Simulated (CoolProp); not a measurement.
Vapour-liquid equilibrium of R125 (1) + fluoroethane (R161) (2) at -41.25 °C; x and y are mole fractions of (1).

Values from CoolProp's multi-fluid Helmholtz-energy mixture model, Lemmon 2005 and Wu 2012; pair parameters Bell 2016.

```tsv
x	bubble pressure, mixture model (kPa)	bubble pressure, Raoult's law (kPa)	y, mixture model	y, Raoult's law
0.05	87.19	87.98	0.072	0.080
0.125	90.87	92.09	0.183	0.190
0.2	95.28	96.21	0.292	0.291
0.275	100.2	100.3	0.394	0.384
0.35	105.4	104.4	0.487	0.470
0.425	110.6	108.6	0.568	0.549
0.5	115.7	112.7	0.640	0.622
0.575	120.5	116.8	0.703	0.690
0.65	124.9	120.9	0.759	0.753
0.725	128.9	125.0	0.811	0.813
0.8	132.6	129.1	0.860	0.868
0.875	135.8	133.2	0.909	0.920
0.95	138.5	137.4	0.962	0.969
```

The largest gap from Raoult's law is +3.3 % in bubble pressure, at x = 0.65. No azeotrope shows between x = 0.05 and 0.95.

The pair parameters rest on a limited set of measurements; away from them the model extrapolates. The gap from Raoult's law changes sign with composition, which may be real or a fault of the pair parameters; it wasn't checked against measurements.
